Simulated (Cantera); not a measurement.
Cantera run:

```python
import numpy as np
import cantera as ct

gas_names = """
    H HNO HNO2 HNO3 HO2 H2 H2O H2O2 N NH NH2 NH3 NH2OH NO NO2 NO3 N2 N2H2 N2H4 N2O O OH O2 O3
""".split()
cond_names = """
    H2O(s) H2O(L)
""".split()


# ... load() reads the species with a 1 bar reference pressure and builds the phases ...
atoms = {
    'N2O': {'N': 2, 'O': 1},
    'H2': {'H': 2},
    'N2': {'N': 2},
    'H2O': {'H': 2, 'O': 1},
}
top_T = {}  # K; cautious upper limits of use, not melting points


# ... equilibrate(T, P, feed) seeds the gas with the atoms and calls Mixture.equilibrate('TP', solver="vcs", rtol=1e-11, max_steps=5000) ...
results = []
feed = {'N2O': 1, 'H2': 1, 'N2': 47, 'H2O': 7.8}  # mol
P = 59000  # Pa
for T in [1925, 2025, 2125, 2225, 2325, 2425, 2525, 2625, 2725, 2825, 2925, 3025, 3125, 3225]:
    mix = equilibrate(T, P, feed)
    results.append((T, P, feed, dict(zip(mix.species_names, mix.species_moles))))

top = {s: max(r[3][s] / sum(r[3][g] for g in gas_names) for r in results) for s in gas_names}
cols = sorted((s for s in top if top[s] > 0.0001), key=lambda s: -top[s])[:8]
seen = [c for c in cond_names if any(r[3].get(c, 0) > 1e-12 for r in results)]
print("log10 of partial pressures in bar; condensed amounts in mol")
print(f"{'T/K':>10s}" + "".join(f"{s[:9]:>10s}" for s in cols + seen))
for T, P, feed, n in results:
    ng = sum(n[g] for g in gas_names)
    print(f"{T:10.4g}" + "".join(f"{np.log10(max(n[s] / ng * P / 1e5, 1e-99)):10.3f}" for s in cols)
          + "".join(f"{n.get(c, 0):10.4g}" for c in seen))
```

Output:

```
log10 of partial pressures in bar; condensed amounts in mol
       T/K        N2       H2O         H        H2         O        OH        NO        O2
      1925    -0.303    -1.044    -4.552    -3.064    -5.210    -3.595    -3.745    -3.551
      2025    -0.303    -1.048    -4.135    -2.839    -4.760    -3.325    -3.515    -3.335
      2125    -0.304    -1.054    -3.758    -2.637    -4.353    -3.082    -3.307    -3.141
      2225    -0.304    -1.062    -3.416    -2.454    -3.983    -2.863    -3.120    -2.967
      2325    -0.306    -1.075    -3.104    -2.291    -3.647    -2.666    -2.950    -2.811
      2425    -0.307    -1.092    -2.819    -2.144    -3.340    -2.489    -2.796    -2.672
      2525    -0.310    -1.115    -2.560    -2.014    -3.060    -2.331    -2.658    -2.549
      2625    -0.313    -1.147    -2.323    -1.901    -2.805    -2.192    -2.534    -2.441
      2725    -0.317    -1.188    -2.107    -1.804    -2.572    -2.072    -2.424    -2.350
      2825    -0.322    -1.241    -1.911    -1.724    -2.361    -1.970    -2.327    -2.276
      2925    -0.329    -1.309    -1.735    -1.661    -2.170    -1.888    -2.245    -2.219
      3025    -0.336    -1.395    -1.577    -1.617    -1.999    -1.825    -2.176    -2.180
      3125    -0.345    -1.501    -1.438    -1.593    -1.848    -1.785    -2.121    -2.162
      3225    -0.355    -1.631    -1.318    -1.591    -1.717    -1.767    -2.081    -2.165
```

Equilibrium computed with Cantera from the NASA thermochemical tables; the gas is ideal and each condensed phase is pure.
